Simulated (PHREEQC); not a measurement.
Consider water at 25 °C with 0.036 mol/kgw HF, 0.0001 mol/kgw (NH4)2SiF6 and 0.012 mol/kgw H2SO4. Closed to the air; pH follows from the charge balance.

Computed with PHREEQC (ion-association model, wateq4f.dat).

```json
[
 {"quantity": "pH", "before": "1.77", "after": "1.76"},
 {"quantity": "ionic strength (mol/kgw)", "before": "0.0255", "after": "0.0260"},
 {"quantity": "HF (mol/kgw)", "before": "0.0297", "after": "0.0422"},
 {"quantity": "H2F2 (mol/kgw)", "before": "0.00231", "after": "0.00466"},
 {"quantity": "F- (mol/kgw)", "before": "0.00137", "after": "0.00189"},
 {"quantity": "HF2- (mol/kgw)", "before": "0.000157", "after": "0.000308"}
]
```

**Question.** What was changed between the two runs?
(A) H2SO4 from 0.012 to 0.0132 mol/kgw
(B) H2SO4 left out
(C) temperature from 25 to 15 °C
(D) HF from 0.036 to 0.054 mol/kgw
(E) (NH4)2SiF6 from 0.0001 to 0.0002 mol/kgw

**Answer.** D, HF from 0.036 to 0.054 mol/kgw

No solid was allowed to form. wateq4f.dat counts part of the HF as a dimer, H2F2, which phreeqc.dat doesn't know; its constant is uncertain. SiF6-2 is the database's only silicon fluoride.
